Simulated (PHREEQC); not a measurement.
Dissolve 5.8 mol HCl and 0.034 mol NaHCO3 per kg of water at 25 °C. Closed to the air; pH follows from the charge balance.

Computed with PHREEQC (Pitzer model, pitzer.dat).

No solid was allowed to form.

### Question
What pH, density does the model give?

### Answer
pH -1.95; density 1.083 g/cm³.

In brines, pH and single-ion activities rest on the MacInnes convention.
